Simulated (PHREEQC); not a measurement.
Solution (25 °C): 1.6 mmol/kgw Na2SiF6 and 6.6 mmol/kgw NiSO4. Closed to the air; pH follows from the charge balance.

Model: ion-association model, wateq4f.dat, run in PHREEQC.

Each row changes one thing in this solution. No solid was allowed to form.

```json
[
 {"case": "as made", "pH": "3.26", "ionic strength (mol/kgw)": "0.0251", "F- (mol/kgw)": "0.00168", "HF (mol/kgw)": "0.00118", "SiF6-2 (mol/kgw)": "0.00110", "H4SiO4 (mol/kgw)": "0.000497", "SI of Chalcedony (SiO2)": "+0.25"},
 {"case": "diluted 5-fold with water", "pH": "___", "ionic strength (mol/kgw)": "0.00579", "F- (mol/kgw)": "0.00109", "HF (mol/kgw)": "0.000664", "SiF6-2 (mol/kgw)": "2.39e-5", "H4SiO4 (mol/kgw)": "0.000296", "SI of Chalcedony (SiO2)": "+0.02"},
 {"case": "NiSO4 left out", "pH": "3.23", "ionic strength (mol/kgw)": "0.00494", "F- (mol/kgw)": "0.00158", "HF (mol/kgw)": "0.00128", "SiF6-2 (mol/kgw)": "0.00112", "H4SiO4 (mol/kgw)": "0.000481", "SI of Chalcedony (SiO2)": "+0.23"},
 {"case": "diluted 2-fold with water", "pH": "3.28", "ionic strength (mol/kgw)": "0.0133", "F- (mol/kgw)": "0.00147", "HF (mol/kgw)": "0.00102", "SiF6-2 (mol/kgw)": "0.000374", "H4SiO4 (mol/kgw)": "0.000426", "SI of Chalcedony (SiO2)": "___"},
 {"case": "temperature from 25 to 45 °C", "pH": "3.29", "ionic strength (mol/kgw)": "0.0243", "F- (mol/kgw)": "0.00213", "HF (mol/kgw)": "0.00202", "SiF6-2 (mol/kgw)": "0.000882", "H4SiO4 (mol/kgw)": "0.000718", "SI of Chalcedony (SiO2)": "+0.19"},
 {"case": "NiSO4 from 0.0066 to 0.0132 mol/kgw", "pH": "3.28", "ionic strength (mol/kgw)": "0.0419", "F- (mol/kgw)": "0.00174", "HF (mol/kgw)": "0.00113", "SiF6-2 (mol/kgw)": "0.00109", "H4SiO4 (mol/kgw)": "0.000508", "SI of Chalcedony (SiO2)": "+0.26"}
]
```

Problem. Complete the blanks.

Solution. 
- diluted 5-fold with water, pH: 3.35
- diluted 2-fold with water, SI of Chalcedony (SiO2): +0.18

Some of these states are supersaturated (in Quartz (slow to form), Chalcedony (slow to form), for instance). Constants without temperature data keep their 25 °C values here. SiF6-2 is the database's only silicon fluoride.
